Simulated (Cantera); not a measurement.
# borazine + NH3 + N2 (boron, boron nitride and boron oxide)

A closed system holds: 1 mol borazine, 15 mol NH3, 0.24 mol N2, equilibrated at 823 K and 0.000360 bar.

Equilibrium computed with Cantera from the NASA thermochemical tables; the gas is ideal and each condensed phase is pure. Candidate condensed phases: B, BN; 15 gas species. The feed counts by its element totals alone. Kinetics and transport are ignored.

```json
{
 "x(H2)": "0.767",
 "x(N2)": "0.233",
 "n(BN(s))": "3.00 mol",
 "gas_amount": "33.24 mol",
 "log10 activity of B(s) (absent)": "-9.28"
}
```
